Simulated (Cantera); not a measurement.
What does this Cantera script print?

```python
import numpy as np
import cantera as ct

gas_names = """
    Br Br2 H HBr H2 Si SiBr SiBr2 SiBr3 SiBr4 SiH SiHBr3 SiH2 SiH2Br2 SiH3 SiH3Br SiH4 Si2 Si3
""".split()
cond_names = """
    Br2(cr) Br2(L) Si(cr) Si(L)
""".split()


# ... load() reads the species with a 1 bar reference pressure and builds the phases ...
atoms = {
    'Si': {'Si': 1},
    'Br2': {'Br': 2},
    'H2': {'H': 2},
}
top_T = {}  # K; cautious upper limits of use, not melting points


# ... equilibrate(T, P, feed) seeds the gas with the atoms and calls Mixture.equilibrate('TP', solver="vcs", rtol=1e-11, max_steps=5000) ...
results = []
feed = {'Si': 1, 'Br2': 0.024, 'H2': 0.14}  # mol
T = 823  # K
P = 1333.22  # Pa
mix = equilibrate(T, P, feed)
results.append((T, P, feed, dict(zip(mix.species_names, mix.species_moles))))
print(gas.report(threshold=1e-05))
for i in range(1, mix.n_phases):
    print(f"{mix.phase(i).name:16s} {mix.phase_moles(i):12.5e} mol")
```

It prints:

```
       temperature   823 K
          pressure   1333.2 Pa
           density   0.0056908 kg/m^3
  mean mol. weight   29.208 kg/kmol
   phase of matter   gas

                          1 kg             1 kmol
                     ---------------   ---------------
          enthalpy       -4.6479e+05       -1.3576e+07  J
   internal energy       -6.9907e+05       -2.0419e+07  J
           entropy            7693.4        2.2471e+05  J/K
    Gibbs function       -6.7965e+06       -1.9851e+08  J
 heat capacity c_p            1218.4             35586  J/K
 heat capacity c_v            933.69             27272  J/K

                      mass frac. Y      mole frac. X     chem. pot. / RT
                     ---------------   ---------------   ---------------
               HBr          0.030689          0.011078            -39.38
                H2          0.062931           0.91177           -21.454
             SiBr2        0.00053474        8.3126e-05           -60.591
             SiBr3        0.00062841         6.854e-05           -89.245
             SiBr4           0.86764          0.072886            -117.9
            SiHBr3            0.0369         0.0040096           -99.971
           SiH2Br2         0.0006708        0.00010317           -82.045
     [  +12 minor]        3.5868e-06        9.4769e-07

Br2(L)            0.00000e+00 mol
Si(cr)            9.88252e-01 mol
```

Equilibrium computed with Cantera from the NASA thermochemical tables; the gas is ideal and each condensed phase is pure. The tables' values for SiBr3 are old estimates; treat these amounts as uncertain.
